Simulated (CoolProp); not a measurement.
A closed Brayton cycle with nitrogen: compressor inlet 311.15 K and 5.9 MPa, high pressure 11.5 MPa, turbine inlet 675 K, compressor efficiency 0.85, turbine efficiency 0.85, recuperator effectiveness 0.95 (on enthalpy, no pinch check). Each further row changes one setting.

The numbers come from the reference Helmholtz-energy equation of state, Span 2000 in CoolProp.

| case | thermal efficiency (%) | net work (kJ/kg) | compressor to turbine work | compressor exit (K) | turbine exit (K) |
|---|---|---|---|---|---|
| as stated | 21.2 | 26.0 | 0.76 | 389.1 | 578.4 |
| turbine inlet 625 K | 16.0 | 18.0 | 0.82 | 389.1 | 534.6 |
| compressor inlet 321.15 K | 19.1 | 23.2 | 0.78 | 401.5 | 578.4 |
| high pressure 9.78 MPa | 23.1 | 23.0 | 0.72 | 368.8 | 600.4 |
| recuperator effectiveness 0.5 | 12.1 | 26.0 | 0.76 | 389.1 | 578.4 |
